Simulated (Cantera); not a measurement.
An isothermal plug-flow reactor at 798 K and 440000 Pa (inlet), inlet velocity 0.093 m/s, active area per volume 110 1/m; feed CO : O₂ : N₂ : H₂O = 0.002 : 0.13 : 0.79 : 0.019 (molar parts), equivalence ratio 0.0077.

Cantera simulation using Deutschmann's 1995 Pt surface mechanism with GRI-Mech 3.0 gas chemistry; the numbers are that mechanism's predictions, not measurements. Catalytic surfaces can have several steady states; this one follows from the mechanism file's or the stated starting coverage. Mass transfer to the wall is taken as infinitely fast.

### Question
What does this change do: temperature 798 to 573 K?

### Answer
```csv
quantity,before,after
x(CO) at z = 0.045 m,2.22e-5,0.00212
x(O₂) at z = 0.045 m,0.137,0.138
x(H₂O) at z = 0.045 m,0.0202,0.0202
x(CO₂) at z = 0.045 m,0.00211,1.02e-6
θ(O*) at the exit,0.980,0.998
θ(OH*) at the exit,0.00402,0.00222
```

### Question
What does this change do: pressure from 440000 Pa to 1100000 Pa?

### Answer
| quantity | before | after |
|---|---|---|
| x(CO) at z = 0.045 m | 2.22e-5 | 0.000278 |
| x(O₂) at z = 0.045 m | 0.137 | 0.137 |
| x(H₂O) at z = 0.045 m | 0.0202 | 0.0202 |
| x(CO₂) at z = 0.045 m | 0.00211 | 0.00185 |
| θ(free Pt) at the exit | 0.0159 | 0.0105 |
| θ(O*) at the exit | 0.980 | 0.984 |
| θ(OH*) at the exit | 0.00402 | 0.00517 |

### Question
What does this change do: temperature 798 to 973 K?

### Answer
| quantity | before | after |
|---|---|---|
| x(CO) at z = 0.045 m | 2.22e-5 | <1e-12 |
| x(O₂) at z = 0.045 m | 0.137 | 0.137 |
| x(H₂O) at z = 0.045 m | 0.0202 | 0.0202 |
| x(CO₂) at z = 0.045 m | 0.00211 | 0.00213 |
| θ(free Pt) at the exit | 0.0159 | 0.0967 |
| θ(O*) at the exit | 0.980 | 0.899 |
| θ(OH*) at the exit | 0.00402 | 0.00436 |
